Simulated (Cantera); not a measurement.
## NO annealing gas

An isothermal, constant-pressure homogeneous reactor starts with 8.33 % NO, 91.7 % N2, at 1800 K and 760 Torr.

Computed with Cantera and GRI-Mech 3.0 (53 species, 325 reactions).

| t (s) | x NO | x N2 | x O2 | x O | x NO2 | x N2O |
|---|---|---|---|---|---|---|
| 2.00e-6 | 0.0833 | 0.917 | <1e-12 | 3.22e-9 | 3.39e-11 | 3.25e-9 |
| 1.00e-5 | 0.0833 | 0.917 | 3.47e-12 | 1.56e-8 | 8.19e-10 | 1.63e-8 |
| 5.03e-5 | 0.0833 | 0.917 | 7.78e-11 | 6.54e-8 | 1.76e-8 | 8.07e-8 |
| 0.000252 | 0.0833 | 0.917 | 1.41e-9 | 1.95e-7 | 2.42e-7 | 3.83e-7 |
| 0.00126 | 0.0833 | 0.917 | 3.58e-8 | 6.88e-7 | 1.91e-6 | 1.49e-6 |
| 0.00633 | 0.0833 | 0.917 | 2.56e-6 | 2.99e-6 | 1.05e-5 | 2.88e-6 |
| 0.0317 | 0.0832 | 0.917 | 4.54e-5 | 4.05e-6 | 1.47e-5 | 2.97e-6 |
| 0.159 | 0.0827 | 0.917 | 0.000273 | 4.45e-6 | 1.61e-5 | 2.94e-6 |
| 0.798 | 0.0805 | 0.918 | 0.00141 | 6.03e-6 | 2.14e-5 | 2.78e-6 |
| 4.00 | 0.0699 | 0.923 | 0.00669 | 1.06e-5 | 3.32e-5 | 2.11e-6 |
x: mole fraction; the columns are a selection and need not sum to one.

Equilibrium at this temperature and pressure: NO 0.00202, N2 0.957, O2 0.0406, O 2.45e-5, NO2 2.24e-6, N2O 1.29e-7 (gas phase only).
